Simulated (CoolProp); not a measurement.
A closed Brayton cycle with carbon dioxide: compressor inlet 324.15 K and 7.7 MPa, high pressure 21.2 MPa, turbine inlet 710 K, compressor efficiency 0.8, turbine efficiency 0.93, recuperator effectiveness 0.95 (on enthalpy, no pinch check). Each further row changes one setting.

Values from CoolProp's reference Helmholtz-energy equation of state, Span 1996.

| case | thermal efficiency (%) | net work (kJ/kg) | compressor to turbine work | compressor exit (K) | turbine exit (K) |
|---|---|---|---|---|---|
| as stated | 29.3 | 57.3 | 0.50 | 413.7 | 596.3 |
| turbine inlet 660 K | 25.9 | 47.3 | 0.55 | 413.7 | 550.7 |
| compressor inlet 334.15 K | 27.2 | 50.9 | 0.56 | 429.2 | 596.3 |
| high pressure 18 MPa | 29.5 | 51.2 | 0.48 | 398.6 | 614.2 |
| recuperator effectiveness 0.5 | 19.8 | 57.3 | 0.50 | 413.7 | 596.3 |
